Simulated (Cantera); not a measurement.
Feed: 1 mol SiO₂, 1.2 mol CO, 0.29 mol H₂, held at 8.40 bar.

Points: T (K) = 1675, 1775, 1875, 1975, 2075, 2175, 2275.

Cantera's Mixture.equilibrate('TP', solver="vcs", rtol=1e-11, max_steps=5000) on the NASA tables stopped like this:

```
ERROR: FAILURE its = 5001!

*******************************************************************************
CanteraError thrown by MultiPhase::equilibrate:
VCS solver failed. Return code: -1
*******************************************************************************
```

Q: What got this run through?

A: One answer among several that fit: The failure is numerical, not chemical. The same input converged with solver="gibbs", rtol=1e-10, max_steps=50000, and the result passed a check of the equilibrium conditions:
```
T = 1675 K  P = 840000 Pa  gas = 1.487 mol
   x: CO 8.044e-01  H2 1.935e-01  CO2 9.116e-04  H2O 7.270e-04  CH4 3.789e-04  H 1.762e-05  C2H2,acetylene 1.124e-05
   condensed (mol): C(gr) 0.001828  SiO2(hqz) 1
T = 1775 K  P = 840000 Pa  gas = 1.489 mol
   x: CO 8.049e-01  H2 1.938e-01  CO2 4.729e-04  H2O 4.237e-04  CH4 2.642e-04  SiO 7.282e-05  H 4.397e-05  C2H2,acetylene 2.760e-05
   condensed (mol): C(gr) 0.000745  SiO2(L) 0.9999
T = 1875 K  P = 840000 Pa  gas = 1.49 mol
   x: CO 8.046e-01  H2 1.939e-01  SiO 5.515e-04  CO2 3.762e-04  H2O 3.728e-04  CH4 1.342e-04  H 9.958e-05  C2H2,acetylene 3.022e-05
   condensed (mol): SiO2(L) 0.9992
T = 1975 K  P = 840000 Pa  gas = 1.492 mol
   x: CO 8.034e-01  H2 1.934e-01  SiO 1.444e-03  H2O 7.731e-04  CO2 7.151e-04  H 2.076e-04  CH4 3.122e-05
   condensed (mol): SiO2(L) 0.9978
T = 2075 K  P = 840000 Pa  gas = 1.495 mol
   x: CO 8.013e-01  H2 1.921e-01  SiO 3.068e-03  H2O 1.656e-03  CO2 1.423e-03  H 4.028e-04
   condensed (mol): SiO2(L) 0.9954
T = 2175 K  P = 840000 Pa  gas = 1.5 mol
   x: CO 7.976e-01  H2 1.897e-01  SiO 5.986e-03  H2O 3.310e-03  CO2 2.677e-03  H 7.336e-04
   condensed (mol): SiO2(L) 0.991
T = 2275 K  P = 840000 Pa  gas = 1.507 mol
   x: CO 7.913e-01  H2 1.856e-01  SiO 1.093e-02  H2O 6.164e-03  CO2 4.757e-03  H 1.262e-03
   condensed (mol): SiO2(L) 0.9835
```

The gas is ideal and each condensed phase is pure. The tables hold silica as quartz up to 1696 K and as liquid above; real silica turns to tridymite and cristobalite and melts near 1996 K. Gases not in the tables: Si(OH)4.
